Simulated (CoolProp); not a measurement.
Vapour-liquid equilibrium of R113 (1) + n-hexane (2) at 0.358 MPa; x and y are mole fractions of (1).

Computed with CoolProp (multi-fluid Helmholtz-energy mixture model, Marx 1992 and Thol 2019; pair parameters Bell 2016).

| x | bubble temperature (°C) | y at the bubble point | dew temperature at overall composition x (°C) | liquid density (mol/L) |
|---|---|---|---|---|
| 0.05 | 112.9 | 0.093 | 114.0 | 6.593 |
| 0.125 | 109.9 | 0.214 | 112.1 | 6.662 |
| 0.2 | 107.2 | 0.318 | 110.3 | 6.729 |
| 0.275 | 104.9 | 0.407 | 108.3 | 6.793 |
| 0.35 | 102.9 | 0.487 | 106.4 | 6.857 |
| 0.425 | 101.1 | 0.558 | 104.5 | 6.920 |
| 0.5 | 99.4 | 0.624 | 102.5 | 6.983 |
| 0.575 | 98.0 | 0.685 | 100.6 | 7.047 |
| 0.65 | 96.6 | 0.743 | 98.8 | 7.111 |
| 0.725 | 95.4 | 0.799 | 97.0 | 7.176 |
| 0.8 | 94.3 | 0.853 | 95.4 | 7.243 |
| 0.875 | 93.3 | 0.908 | 93.9 | 7.312 |
| 0.95 | 92.3 | 0.963 | 92.5 | 7.382 |

No azeotrope shows between x = 0.05 and 0.95.

The pair parameters rest on a limited set of measurements; away from them the model extrapolates.
